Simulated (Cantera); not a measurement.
acetone + O2 + H2 (carbon deposition, reforming and gasification)

A closed system holds: 1 mol acetone, 0.13 mol O2, 5.6 mol H2, at 58.0 bar.

Equilibrium computed with Cantera from the NASA thermochemical tables; the gas is ideal and each condensed phase is pure. Candidate condensed phases: C, C6H6, C7H8, C8H18, H2O; 110 gas species. The feed counts by its element totals alone. The ideal-gas law is rough above about 30 bar. The numbers say what is thermodynamically allowed, not how fast it happens.

```json
[
 {"T (K)": "1875", "x H2": "0.843", "x CO": "0.130", "x C2H2 (acetylene)": "0.000267", "x CH4": "0.0250", "x H": "7.90e-5", "n C(graphite)": "1.50"},
 {"T (K)": "2025", "x H2": "0.852", "x CO": "0.129", "x C2H2 (acetylene)": "0.000771", "x CH4": "0.0167", "x H": "0.000233", "n C(graphite)": "1.56"},
 {"T (K)": "2175", "x H2": "0.856", "x CO": "0.129", "x C2H2 (acetylene)": "0.00191", "x CH4": "0.0118", "x H": "0.000593", "n C(graphite)": "1.58"},
 {"T (K)": "2325", "x H2": "0.856", "x CO": "0.129", "x C2H2 (acetylene)": "0.00419", "x CH4": "0.00868", "x H": "0.00134", "n C(graphite)": "1.57"},
 {"T (K)": "2475", "x H2": "0.853", "x CO": "0.128", "x C2H2 (acetylene)": "0.00830", "x CH4": "0.00660", "x H": "0.00273", "n C(graphite)": "1.50"},
 {"T (K)": "2625", "x H2": "0.845", "x CO": "0.128", "x C2H2 (acetylene)": "0.0151", "x CH4": "0.00514", "x H": "0.00513", "n C(graphite)": "1.37"},
 {"T (K)": "2775", "x H2": "0.832", "x CO": "0.128", "x C2H2 (acetylene)": "0.0255", "x CH4": "0.00406", "x H": "0.00897", "n C(graphite)": "1.16"},
 {"T (K)": "2925", "x H2": "0.812", "x CO": "0.127", "x C2H2 (acetylene)": "0.0404", "x CH4": "0.00323", "x H": "0.0147", "n C(graphite)": "0.847"}
]
```
x: gas mole fraction; n: condensed amount in mol.

From 1875 K to 2925 K the condensed part is C(graphite). The main C-bearing gas is CO throughout. The share of C in condensed phases is highest at 2175 K (52.8 %) and lowest at 2925 K (28.2 %).
